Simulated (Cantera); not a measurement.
Cantera run:

```python
import numpy as np
import cantera as ct

gas_names = """
    H HO2 H2 H2O H2O2 O OH O2 O3 Ta TaO TaO2
""".split()
cond_names = """
    H2O(s) H2O(L) Ta(cr) Ta(L) Ta2O5(s) Ta2O5(L)
""".split()


# ... load() reads the species with a 1 bar reference pressure and builds the phases ...
atoms = {
    'Ta2O5': {'Ta': 2, 'O': 5},
    'H2': {'H': 2},
}
top_T = {}  # K; cautious upper limits of use, not melting points


# ... equilibrate(T, P, feed) seeds the gas with the atoms and calls Mixture.equilibrate('TP', solver="vcs", rtol=1e-11, max_steps=5000) ...
results = []
feed = {'Ta2O5': 1, 'H2': 32}  # mol
T = 1498.15  # K
P = 3800  # Pa
mix = equilibrate(T, P, feed)
results.append((T, P, feed, dict(zip(mix.species_names, mix.species_moles))))
x = sorted(zip(gas.X, gas.species_names), reverse=True)
print(f"T = {T:g} K  P = {P:g} Pa  gas = {mix.phase_moles(0):.4g} mol")
print("   x: " + "  ".join(f"{s} {v:.3e}" for v, s in x if v > 1e-05))
print("   condensed (mol): " + ("  ".join(f"{mix.phase(i).name} {mix.phase_moles(i):.4g}"
      for i in range(1, mix.n_phases) if mix.phase_moles(i) > 1e-12) or "none"))
```

Output:

```
T = 1498.15 K  P = 3800 Pa  gas = 32 mol
   x: H2 9.998e-01  H2O 9.256e-05  H 8.830e-05
   condensed (mol): Ta(cr) 0.001185  Ta2O5(s) 0.9994
```

Equilibrium computed with Cantera from the NASA thermochemical tables; the gas is ideal and each condensed phase is pure. Mutual solubility and eutectic melting of coexisting phases are not modelled. Condensed phases not in the tables: N, O or C dissolved in the metal.
